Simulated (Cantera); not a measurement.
A closed system holds: 1 mol B2H6, a varied amount of H2O, 4.7 mol N2, held at 1925 K and 61.0 mbar.

Equilibrium computed with Cantera from the NASA thermochemical tables; the gas is ideal and each condensed phase is pure. Candidate condensed phases: B, BN, B2O3, B3O3H3, H2O; 39 gas species. The feed counts by its element totals alone. Kinetics and transport are ignored.

x: gas mole fraction; n: condensed amount in mol.

```
n(H2O) (mol)   x N2   x H2     x H2O    x HBO2     x HBO    x B2O3   x B2O2  n BN(s)
------------  -----  -----  --------  --------  --------  --------  -------  -------
0.15          0.538  0.441  0.000120  0.000885    0.0138  0.000604  0.00132     1.86
0.23          0.532  0.440         …         …         …         …        …     1.79
0.35          0.523  0.440  0.000200   0.00253    0.0235   0.00295  0.00385     1.69
0.55          0.508  0.440  0.000251   0.00402    0.0298   0.00594  0.00619     1.53
0.84          0.490  0.442  0.000301   0.00586    0.0364    0.0105  0.00918     1.30
1.3           0.465  0.445  0.000354   0.00818    0.0437    0.0175   0.0131    0.936
2             0.435  0.451  0.000403    0.0108    0.0511    0.0267   0.0178    0.392
3.1               …  0.477         …         …         …         …        …        0
4.8           0.348  0.440    0.0777     0.114   0.00273    0.0154  5.20e-5        0
7.4           0.292  0.370     0.217     0.112  0.000812   0.00537  5.45e-6        0
11            0.238  0.303     0.357    0.0962  0.000345   0.00239  1.21e-6        0
```

Problem. Some entries are withheld; supply them.

Solution. 
- 0.23, x H2O: 0.000158
- 0.23, x HBO2: 0.00155
- 0.23, x HBO: 0.0183
- 0.23, x B2O3: 0.00141
- 0.23, x B2O2: 0.00234
- 3.1, x N2: 0.397
- 3.1, x H2O: 0.00364
- 3.1, x HBO2: 0.0428
- 3.1, x HBO: 0.0238
- 3.1, x B2O3: 0.0465
- 3.1, x B2O2: 0.00364
